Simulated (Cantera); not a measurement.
What does this Cantera script print?

```python
import numpy as np
import cantera as ct

gas_names = """
    CL CLO CL2 H HCL HOCL HO2 H2 H2O H2O2 Mg MgCL MgCL2 MgH MgO MgOH MgO2H2 Mg2 O OH O2 O3
""".split()
cond_names = """
    H2O(s) H2O(L) Mg(cr) Mg(L) MgCL2(s) MgCL2(L) MgO(s) MgO(L) MgO2H2(s)
""".split()


# ... load() reads the species with a 1 bar reference pressure and builds the phases ...
atoms = {
    'MgO': {'Mg': 1, 'O': 1},
    'HCl': {'H': 1, 'CL': 1},
    'O2': {'O': 2},
}
top_T = {}  # K; cautious upper limits of use, not melting points


# ... equilibrate(T, P, feed) seeds the gas with the atoms and calls Mixture.equilibrate('TP', solver="vcs", rtol=1e-11, max_steps=5000) ...
results = []
feed = {'MgO': 1, 'HCl': 3.6, 'O2': 7.9}  # mol
P = 2.9  # Pa
for T in [1048, 1148, 1248, 1348, 1448, 1548, 1648, 1748]:
    mix = equilibrate(T, P, feed)
    results.append((T, P, feed, dict(zip(mix.species_names, mix.species_moles))))

top = {s: max(r[3][s] / sum(r[3][g] for g in gas_names) for r in results) for s in gas_names}
cols = sorted((s for s in top if top[s] > 1e-05), key=lambda s: -top[s])[:9]
seen = [c for c in cond_names if any(r[3].get(c, 0) > 1e-12 for r in results)]
print("log10 of partial pressures in bar; condensed amounts in mol")
print(f"{'T/K':>10s}" + "".join(f"{s[:9]:>10s}" for s in cols + seen))
for T, P, feed, n in results:
    ng = sum(n[g] for g in gas_names)
    print(f"{T:10.4g}" + "".join(f"{np.log10(max(n[s] / ng * P / 1e5, 1e-99)):10.3f}" for s in cols)
          + "".join(f"{n.get(c, 0):10.4g}" for c in seen))
```

Output:

```
log10 of partial pressures in bar; condensed amounts in mol
       T/K        O2       HCL        CL       H2O         O        OH       CL2     MgCL2         H    MgO(s)
      1048    -4.705    -5.080    -6.464    -6.422   -11.551   -10.268    -6.701    -8.120   -14.880     0.997
      1148    -4.708    -5.093    -6.119    -6.315   -10.454    -9.510    -7.095    -7.630   -13.319    0.9907
      1248    -4.713    -5.123    -5.889    -6.143    -9.533    -8.832    -7.545    -7.341   -11.963    0.9817
      1348    -4.719    -5.165    -5.716    -5.983    -8.749    -8.248    -7.978    -7.146   -10.800    0.9712
      1448    -4.726    -5.219    -5.581    -5.852    -8.073    -7.748    -8.380    -7.010    -9.798    0.9603
      1548    -4.734    -5.284    -5.474    -5.751    -7.484    -7.320    -8.754    -6.916    -8.930    0.9504
      1648    -4.743    -5.358    -5.391    -5.676    -6.968    -6.952    -9.104    -6.857    -8.173    0.9426
      1748    -4.755    -5.441    -5.327    -5.628    -6.512    -6.635    -9.435    -6.824    -7.509    0.9365
```

Method: chemical equilibrium by Gibbs-energy minimisation in Cantera with the NASA 1993 tables (ideal gas, pure condensed phases).
